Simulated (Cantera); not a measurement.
A Cantera script and what it prints.

```python
import numpy as np
import cantera as ct

gas_names = [...]  # 109 gases of nasa_gas.yaml made of C, Cl, H, Si
cond_names = """
    C(gr) C6H6(L) C7H8(L) C8H18(L),n-octa Si(cr) Si(L) SiC(b)
""".split()


# ... load() reads the species with a 1 bar reference pressure and builds the phases ...
atoms = {
    'SiHCl3': {'Si': 1, 'H': 1, 'CL': 3},
    'H2': {'H': 2},
    'C2H4': {'C': 2, 'H': 4},
}
top_T = {'C(gr)': 4500, 'SiC(b)': 3050}  # K; cautious upper limits of use, not melting points


# ... equilibrate(T, P, feed) seeds the gas with the atoms and calls Mixture.equilibrate('TP', solver="vcs", rtol=1e-11, max_steps=5000) ...
results = []
feed = {'SiHCl3': 1, 'H2': 19, 'C2H4': 0.0082}  # mol
P = 1100  # Pa
for T in [1275, 1375, 1475, 1575, 1675, 1775, 1875, 1975, 2075]:
    mix = equilibrate(T, P, feed)
    results.append((T, P, feed, dict(zip(mix.species_names, mix.species_moles))))

top = {s: max(r[3][s] / sum(r[3][g] for g in gas_names) for r in results) for s in gas_names}
cols = sorted((s for s in top if top[s] > 1e-05), key=lambda s: -top[s])[:6]
seen = [c for c in cond_names if any(r[3].get(c, 0) > 1e-12 for r in results)]
print("log10 of partial pressures in bar; condensed amounts in mol")
print(f"{'T/K':>10s}" + "".join(f"{s[:9]:>10s}" for s in cols + seen))
for T, P, feed, n in results:
    ng = sum(n[g] for g in gas_names)
    print(f"{T:10.4g}" + "".join(f"{np.log10(max(n[s] / ng * P / 1e5, 1e-99)):10.3f}" for s in cols)
          + "".join(f"{n.get(c, 0):10.4g}" for c in seen))
```

Output:

```
log10 of partial pressures in bar; condensed amounts in mol
       T/K        H2       HCL     SiCL2         H        Si     SiCL3    Si(cr)     Si(L)    SiC(b)
      1275    -2.009    -3.037    -3.652    -7.137   -10.715    -4.543     0.439         0    0.0164
      1375    -2.011    -3.019    -3.567    -6.471    -9.387    -4.802    0.4226         0    0.0164
      1475    -2.011    -3.021    -3.532    -5.893    -8.240    -5.080    0.4038         0    0.0164
      1575    -2.011    -3.027    -3.512    -5.387    -7.241    -5.337    0.3861         0    0.0164
      1675    -2.011    -3.034    -3.499    -4.941    -6.363    -5.567    0.3695         0   0.01639
      1775    -2.013    -3.020    -3.521    -4.545    -5.659    -5.783         0    0.3942   0.01636
      1875    -2.016    -3.006    -3.550    -4.191    -5.043    -5.982         0    0.4103   0.01611
      1975    -2.021    -2.997    -3.582    -3.874    -4.490    -6.169         0    0.3835   0.01479
      2075    -2.030    -2.996    -3.620    -3.589    -3.992    -6.350         0    0.2427  0.008633
```

Method: chemical equilibrium by Gibbs-energy minimisation in Cantera with the NASA 1993 tables (ideal gas, pure condensed phases). Mutual solubility and eutectic melting of coexisting phases are not modelled. The tables' values for SiCl3, SiCl are old estimates; treat these amounts as uncertain. Gases not in the tables: Si2H6 and higher silanes.
